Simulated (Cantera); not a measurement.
**Gas-phase reforming**

An isothermal, constant-pressure homogeneous reactor starts with 40.0 % CH4, 60.0 % H2O, at 1498 K and 0.890 bar.

Cantera simulation using GRI-Mech 3.0 (53 species, 325 reactions); the numbers are that mechanism's predictions, not measurements.

| t (s) | x CH4 | x H2O | x CO2 | x CH2CO | x CH2O |
|---|---|---|---|---|---|
| 0.000500 | 0.400 | 0.600 | <1e-12 | 1.40e-12 | 1.68e-7 |
| 0.000998 | 0.399 | 0.600 | 1.69e-11 | 2.47e-11 | 4.80e-7 |
| 0.00199 | 0.398 | 0.600 | 2.82e-10 | 4.16e-10 | 1.27e-6 |
| 0.00398 | 0.396 | 0.600 | 4.48e-9 | 7.18e-9 | 3.09e-6 |
| 0.00794 | 0.392 | 0.598 | 6.10e-8 | 1.12e-7 | 5.90e-6 |
| 0.0159 | 0.381 | 0.595 | 5.77e-7 | 1.19e-6 | 7.42e-6 |
| 0.0317 | 0.361 | 0.587 | 3.55e-6 | 6.32e-6 | 6.38e-6 |
| 0.0632 | 0.329 | 0.572 | 1.71e-5 | 1.58e-5 | 4.78e-6 |
| 0.126 | 0.283 | 0.550 | 7.62e-5 | 2.55e-5 | 3.31e-6 |
| 0.252 | 0.224 | 0.522 | 0.000321 | 3.30e-5 | 2.13e-6 |
| 0.503 | 0.161 | 0.488 | 0.00122 | 3.72e-5 | 1.29e-6 |
| 1.00 | 0.108 | 0.449 | 0.00383 | 3.70e-5 | 7.63e-7 |
| 2.00 | 0.0782 | 0.405 | 0.00891 | 3.11e-5 | 4.66e-7 |
| 4.00 | 0.0696 | 0.353 | 0.0150 | 2.12e-5 | 3.06e-7 |
x: mole fraction; the columns are a selection and need not sum to one.

Equilibrium at this temperature and pressure: CH4 2.32e-6, H2O 0.0992, CO2 0.0119, CH2CO 1.33e-11, CH2O 5.59e-8 (gas phase only).
